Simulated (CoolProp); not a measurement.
R152A along the isobar 19.4 MPa: fugacity coefficient from the reference equation and from simpler models built on Tc = 386.4 K, pc = 4.517 MPa, ω = 0.275; each cubic takes its own stable root.

Computed with CoolProp (reference Helmholtz-energy equation of state, Outcalt 1996). It is a modified Benedict-Webb-Rubin equation, recast in Helmholtz form.

```tsv
T (K)	phase	reference
273.4	liquid	0.02237
286	liquid	0.03305
298.7	liquid	0.04692
311.3	liquid	0.06400
323.9	liquid	0.08451
336.5	liquid	0.1085
349.1	liquid	0.1358
361.8	liquid	0.1664
374.4	liquid	0.1997
387	supercritical	0.2353
399.6	supercritical	0.2729
412.3	supercritical	0.3121
424.9	supercritical	0.3519
437.5	supercritical	0.3921
450.1	supercritical	0.4320
462.8	supercritical	0.4715
```

**Question.** How far does each simpler model (van der Waals, Redlich-Kwong) lie from the reference over these 16 states: mean and median of the absolute difference, and the worst?

**Answer.** 
- van der Waals: mean 101.8 %, median 56.5 %, worst +391.7 % at 273.4 K and 19.4 MPa
- Redlich-Kwong: mean 29.2 %, median 22.1 %, worst +82.3 % at 273.4 K and 19.4 MPa
